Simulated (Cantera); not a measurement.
Input: 1 mol SiHCl3, 5.4 mol N2, held at 100000 Pa.

Method: chemical equilibrium by Gibbs-energy minimisation in Cantera with the NASA 1993 tables (ideal gas, pure condensed phases). Candidate condensed phases: NH4Cl, Si, Si3N4; 28 gas species. N2 is the only nitrogen source here; it is nearly inert below about 1500 K, so the nitride shown seldom forms there in practice. Equilibrium is a limit: real reactors are often held back by kinetics, nucleation or transport.

Over these rows the condensed part is Si3N4(s). Partial pressures as log10 of bar:

```json
[
 {"T (K)": "975", "1000/T (1/K)": "1.0256", "log p SiCl2": "-7.57", "log p N2": "-0.11", "log p HCl": "-0.98", "log p SiCl4": "-1.05", "log p H2": "-1.63"},
 {"T (K)": "1025", "1000/T (1/K)": "0.9756", "log p SiCl2": "-6.83", "log p N2": "-0.11", "log p HCl": "-0.97", "log p SiCl4": "-1.06", "log p H2": "-1.65"},
 {"T (K)": "1075", "1000/T (1/K)": "0.9302", "log p SiCl2": "?", "log p N2": "-0.11", "log p HCl": "-0.96", "log p SiCl4": "-1.06", "log p H2": "-1.67"},
 {"T (K)": "1125", "1000/T (1/K)": "0.8889", "log p SiCl2": "-5.56", "log p N2": "-0.11", "log p HCl": "-0.95", "log p SiCl4": "-1.06", "log p H2": "-1.69"},
 {"T (K)": "1175", "1000/T (1/K)": "0.8511", "log p SiCl2": "-5.01", "log p N2": "-0.11", "log p HCl": "-0.95", "log p SiCl4": "-1.07", "log p H2": "-1.71"},
 {"T (K)": "1225", "1000/T (1/K)": "0.8163", "log p SiCl2": "-4.51", "log p N2": "-0.11", "log p HCl": "-0.94", "log p SiCl4": "-1.07", "log p H2": "-1.73"}
]
```

Task: Fit log p(SiCl2) = a + b·(1000/T) to the five rows, give the apparent enthalpy, and predict the row at 1075 K.

Result: Means: 1000/T = 0.9115, log p = -5.896. Sxy = -0.443928, Sxx = 0.0303496, so b = -14.63 and a = -5.896 − (-14.63)×0.9115 = 7.44.
Apparent enthalpy: −19.145 × (-14.63) = 280 kJ/mol. With the condensed phases at unit activity, 1/6 Si3N4(s) + 1/2 SiCl4(g) = SiCl2(g) + 1/3 N2(g) links this pressure to the main gases: over the six rows their terms move log p by -0.01 in all, so the slope is close to that reaction's ΔH°. The five rows lie within 0.01 of the line.
Prediction at 1075 K: 7.44 + (-14.63)×0.9302 = -6.17. The computed value is -6.17, 0.00 from the line.
